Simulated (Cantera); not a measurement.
Input: 1 mol TiO2, 6.6 mol C, 0.89 mol H2, at 1330 Pa.

Equilibrium computed with Cantera from the NASA thermochemical tables; the gas is ideal and each condensed phase is pure. Candidate condensed phases: C, C6H6, C7H8, C8H18, H2O, Ti, TiC, TiO, TiO2, Ti2O3, Ti3O5, Ti4O7; 113 gas species. Mutual solubility and eutectic melting of coexisting phases are not modelled. TiC: taken at fixed stoichiometry. Kinetics and transport are ignored.

x: gas mole fraction; n: condensed amount in mol.

```tsv
T (K)	x H2	x CO	x CH4	x H2O	n C(graphite)	n Ti3O5(s)	n TiC(s)
1198	0.727	0.272	0.000113	7.01e-5	6.27	0.333	0
1223	0.727	0.272	___	___	6.27	0.333	0
1248	0.708	0.291	7.46e-5	4.23e-5	6.21	0.327	0.0197
1273	0.523	0.477	3.43e-5	3.96e-5	5.50	0.238	0.287
1298	0.308	0.692	1.01e-5	2.64e-5	3.60	0	1.00
1323	0.308	0.692	8.59e-6	2.08e-5	3.60	0	1.00
1348	0.308	0.692	___	___	3.60	0	1.00
1373	0.308	0.692	6.37e-6	1.33e-5	3.60	0	1.00
1398	0.308	0.692	5.52e-6	1.08e-5	3.60	0	1.00
1423	0.308	0.692	4.81e-6	8.77e-6	3.60	0	1.00
1448	0.308	0.692	4.22e-6	7.20e-6	3.60	0	1.00
```

What belongs in the gaps?


- 1223, x CH4: 9.40e-5
- 1223, x H2O: 5.31e-5
- 1348, x CH4: 7.38e-6
- 1348, x H2O: 1.66e-5
